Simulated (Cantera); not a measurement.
A closed system holds: 1 mol HCl, a varied amount of H₂, equilibrated at 1975 °C and 0.430 bar.

Method: chemical equilibrium by Gibbs-energy minimisation in Cantera with the NASA 1993 tables (ideal gas, pure condensed phases). Kinetics and transport are ignored.

x: gas mole fraction; nothing condenses.

| n(H₂) (mol) | x HCl | x H₂ | x Cl | x H | x Cl₂ |
|---|---|---|---|---|---|
| 0.034 | 0.915 | 0.0482 | 0.0339 | 0.00246 | 0.000167 |
| 0.05 | 0.907 | 0.0605 | 0.0299 | 0.00276 | 0.000130 |
| 0.073 | 0.892 | 0.0785 | 0.0259 | 0.00314 | 9.73e-5 |
| 0.11 | 0.868 | 0.107 | 0.0215 | 0.00367 | 6.76e-5 |
| 0.16 | 0.835 | ? | ? | ? | ? |
| 0.23 | 0.790 | ? | ? | ? | ? |
| 0.34 | 0.728 | 0.255 | 0.0117 | 0.00566 | 2.00e-5 |
| 0.5 | 0.652 | 0.332 | 0.00919 | 0.00646 | 1.23e-5 |
| 0.73 | 0.567 | 0.419 | 0.00711 | 0.00726 | 7.36e-6 |
| 1.1 | 0.468 | 0.519 | 0.00527 | 0.00808 | 4.04e-6 |
| 1.6 | 0.378 | 0.609 | 0.00393 | 0.00875 | 2.25e-6 |
| 2.3 | 0.298 | 0.690 | 0.00292 | 0.00931 | 1.24e-6 |
| 3.3 | 0.229 | 0.759 | 0.00213 | 0.00977 | 6.63e-7 |

**Question.** Some entries are withheld; supply them.

**Answer.** 
- 0.23, x H₂: 0.190
- 0.23, x Cl: 0.0147
- 0.23, x H: 0.00489
- 0.23, x Cl₂: 3.15e-5
- 0.16, x H₂: 0.143
- 0.16, x Cl: 0.0179
- 0.16, x H: 0.00424
- 0.16, x Cl₂: 4.66e-5
